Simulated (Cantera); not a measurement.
A closed system holds: 1 mol Fe, 0.084 mol HCl, 0.074 mol H2, at 0.0100 bar.

Method: chemical equilibrium by Gibbs-energy minimisation in Cantera with the NASA 1993 tables (ideal gas, pure condensed phases). Candidate condensed phases: Fe, FeCl2, FeCl3; 11 gas species. Equilibrium is a limit: real reactors are often held back by kinetics, nucleation or transport.

Question: At 702 °C, list the 4 most abundant gas species with their mole fractions, and the condensed phases.

Answer: H2 0.523, HCl 0.424, FeCl2 0.0531, Fe2Cl4 0.000500. Condensed: Fe(α).
